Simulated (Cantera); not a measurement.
A closed system holds: 1 mol H2S, 0.096 mol H2, equilibrated at 1950 K.

These are equilibrium values from Cantera (NASA tables, ideal gas, pure condensed phases), not measurements of a reactor. Candidate condensed phases: S; 7 gas species. The ideal-gas law is rough above about 30 bar. Rates play no part.

Problem. At 225000 Torr, list the 6 most abundant gas species with their mole fractions, and the condensed phases.

Solution. H2S 0.698, H2 0.225, S2 0.0697, SH 0.00798, S 3.47e-5, H 3.14e-5. Condensed: gas only.
